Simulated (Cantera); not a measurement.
A Cantera script and what it prints.

```python
import numpy as np
import cantera as ct

gas_names = [...]  # 110 gases of nasa_gas.yaml made of C, H, O
cond_names = """
    C(gr) C6H6(L) C7H8(L) C8H18(L),n-octa H2O(s) H2O(L)
""".split()


# ... load() reads the species with a 1 bar reference pressure and builds the phases ...
atoms = {
    'C3H8': {'C': 3, 'H': 8},
    'O2': {'O': 2},
    'H2': {'H': 2},
}
top_T = {'C(gr)': 4500}  # K; cautious upper limits of use, not melting points


# ... equilibrate(T, P, feed) seeds the gas with the atoms and calls Mixture.equilibrate('TP', solver="vcs", rtol=1e-11, max_steps=5000) ...
results = []
feed = {'C3H8': 1, 'O2': 1.1, 'H2': 28}  # mol
T = 2575  # K
P = 4300  # Pa
mix = equilibrate(T, P, feed)
results.append((T, P, feed, dict(zip(mix.species_names, mix.species_moles))))
print(gas.report(threshold=1e-05))
for i in range(1, mix.n_phases):
    print(f"{mix.phase(i).name:16s} {mix.phase_moles(i):12.5e} mol")
```

It prints:

```
       temperature   2575 K
          pressure   4300 Pa
           density   0.0007382 kg/m^3
  mean mol. weight   3.6755 kg/kmol
   phase of matter   gas

                          1 kg             1 kmol
                     ---------------   ---------------
          enthalpy        2.6873e+07        9.8772e+07  J
   internal energy        2.1048e+07        7.7362e+07  J
           entropy             62422        2.2943e+05  J/K
    Gibbs function       -1.3386e+08       -4.9202e+08  J
 heat capacity c_p            9329.7             34291  J/K
 heat capacity c_v            7067.6             25977  J/K

                      mass frac. Y      mole frac. X     chem. pot. / RT
                     ---------------   ---------------   ---------------
                 C        3.2838e-05        1.0049e-05           -3.3787
               CH3        4.5712e-05        1.1175e-05            -38.94
                CO           0.45396          0.059569           -39.723
               C2H         0.0011284         0.0001657           -18.611
    C2H2,acetylene          0.074177          0.010471           -30.465
   C2H2,vinylidene        7.3943e-05        1.0438e-05           -30.465
                C3        0.00030555        3.1167e-05           -10.136
              C4H2        0.00079066        5.8052e-05           -37.222
                 H          0.040507            0.1477           -11.854
                H2            0.4289           0.78196           -23.708
     [ +100 minor]        7.7029e-05        1.4347e-05

C(gr)             0.00000e+00 mol
```

Cantera equilibrium calculation (NASA polynomials, part measured and part estimated; ideal gas, pure solids and liquids).
